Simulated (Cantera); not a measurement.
Charge: 1 mol trisilylamine, 0.44 mol NH₃, at 0.990 bar.

Equilibrium computed with Cantera from the NASA thermochemical tables; the gas is ideal and each condensed phase is pure. Candidate condensed phases: Si, Si₃N₄; 18 gas species. The feed counts by its element totals alone. Mutual solubility and eutectic melting of coexisting phases are not modelled. Gases not in the tables: Si₂H₆ and higher silanes. Kinetics and transport are ignored.

At 1575 °C, list the 4 most abundant gas species with their mole fractions, and the condensed phases.

H₂ 0.980, N₂ 0.0191, H 0.000528, SiH₂ 4.08e-5. Condensed: Si(l) + Si₃N₄(s).
